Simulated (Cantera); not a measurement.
What does this Cantera script print?

```python
import numpy as np
import cantera as ct

gas = ct.Solution("gri30.yaml", transport_model="multicomponent")
show = ['H2O', 'NH3', 'N2']

rows = []
print(f"{'T/K':>7s}{'rho':>11s}{'cp':>10s}{'mu':>11s}{'lambda':>11s}{'Pr':>7s}" + "".join(f"{'D_' + s:>11s}" for s in show))
for T in [400, 550, 700, 850, 1000, 1150, 1300, 1450, 1600]:
    gas.TPX = T, 110000, {'C3H8': 0.15, 'H2O': 0.56, 'C2H4': 0.54, 'C2H2': 0.82}
    Pr = gas.cp_mass * gas.viscosity / gas.thermal_conductivity
    D = [gas.mix_diff_coeffs_mole[gas.species_index(s)] for s in show]
    rows.append([gas.density, gas.cp_mass, gas.viscosity, gas.thermal_conductivity, Pr, *D])
    print(f"{T:7g}{gas.density:11.4e}{gas.cp_mass:10.1f}{gas.viscosity:11.4e}"
          f"{gas.thermal_conductivity:11.4e}{Pr:7.3f}" + "".join(f"{d:11.4e}" for d in D))
print("SI units: kg/m3, J/kg/K, Pa s, W/m/K, m2/s")
```

Result:

```
    T/K        rho        cp         mu     lambda     Pr      D_H2O      D_NH3       D_N2
    400 8.5009e-01    1935.1 1.3356e-05 3.5747e-02  0.723 2.6108e-05 2.6850e-05 2.6890e-05
    550 6.1825e-01    2265.6 1.7791e-05 5.5058e-02  0.732 4.8486e-05 5.0014e-05 4.7486e-05
    700 4.8577e-01    2529.1 2.1826e-05 7.4703e-02  0.739 7.6364e-05 7.9015e-05 7.2314e-05
    850 4.0004e-01    2739.3 2.5545e-05 9.4071e-02  0.744 1.0911e-04 1.1321e-04 1.0096e-04
   1000 3.4004e-01    2928.7 2.9011e-05 1.1365e-01  0.748 1.4627e-04 1.5212e-04 1.3315e-04
   1150 2.9568e-01    3082.4 3.2269e-05 1.3262e-01  0.750 1.8749e-04 1.9540e-04 1.6865e-04
   1300 2.6157e-01    3214.9 3.5354e-05 1.5117e-01  0.752 2.3252e-04 2.4275e-04 2.0730e-04
   1450 2.3451e-01    3328.7 3.8291e-05 1.6919e-01  0.753 2.8114e-04 2.9395e-04 2.4895e-04
   1600 2.1252e-01    3426.3 4.1103e-05 1.8666e-01  0.754 3.3319e-04 3.4883e-04 2.9349e-04
SI units: kg/m3, J/kg/K, Pa s, W/m/K, m2/s
```

Model: GRI-Mech 3.0 (53 species, 325 reactions), integrated in Cantera. Polar gases are described roughly by these parameters. The composition is frozen, though it would react at the higher temperatures.
